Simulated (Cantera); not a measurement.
A Cantera script and what it prints.

```python
import numpy as np
import cantera as ct

gas_names = """
    H HO2 H2 H2O H2O2 O OH O2 O3 Pb PbO Pb2
""".split()
cond_names = """
    H2O(s) H2O(L) Pb(cr) Pb(L) PbO(rd) PbO(yw) PbO(L) PbO2(s) Pb3O4(s)
""".split()


# ... load() reads the species with a 1 bar reference pressure and builds the phases ...
atoms = {
    'PbO': {'Pb': 1, 'O': 1},
    'H2': {'H': 2},
}
top_T = {'Pb3O4(s)': 820}  # K; cautious upper limits of use, not melting points


# ... equilibrate(T, P, feed) seeds the gas with the atoms and calls Mixture.equilibrate('TP', solver="vcs", rtol=1e-11, max_steps=5000) ...
results = []
feed = {'PbO': 1, 'H2': 13}  # mol
T = 2075  # K
P = 220  # Pa
mix = equilibrate(T, P, feed)
results.append((T, P, feed, dict(zip(mix.species_names, mix.species_moles))))
x = sorted(zip(gas.X, gas.species_names), reverse=True)
print(f"T = {T:g} K  P = {P:g} Pa  gas = {mix.phase_moles(0):.4g} mol")
print("   x: " + "  ".join(f"{s} {v:.3e}" for v, s in x if v > 0.001))
print("   condensed (mol): " + ("  ".join(f"{mix.phase(i).name} {mix.phase_moles(i):.4g}"
      for i in range(1, mix.n_phases) if mix.phase_moles(i) > 1e-12) or "none"))
```

Result:

```
T = 2075 K  P = 220 Pa  gas = 14.37 mol
   x: H2 8.098e-01  Pb 6.955e-02  H2O 6.903e-02  H 5.110e-02
   condensed (mol): none
```

Method: chemical equilibrium by Gibbs-energy minimisation in Cantera with the NASA 1993 tables (ideal gas, pure condensed phases).
